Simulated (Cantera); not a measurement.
Gas mixture: NH3 = 0.51 (molar parts), at 49000 Pa, frozen composition.

Cantera's kinetic-theory transport with the Lennard-Jones parameters of GRI-Mech 3.0, ideal gas; thermal conductivity in the mixture-averaged form. Polar gases are described roughly by these parameters. The composition is frozen, though it would react at the higher temperatures.

One state of this run: ρ (kg/m³) = 0.0772; cp (J/kg/K) = 3695; μ (µPa s) = 42.0; λ (mW/m/K) = 213; Pr = 0.728; D (cm²/s) N2 = 6.36; D (cm²/s) CH4 = 6.68; D (cm²/s) NO = 6.28. D: mixture-averaged diffusion coefficient of that species in the mixture.

Task: Which value of T (K) does it belong to?
A. 1450
B. 1000
C. 1300
D. 850

Result: C, 1300
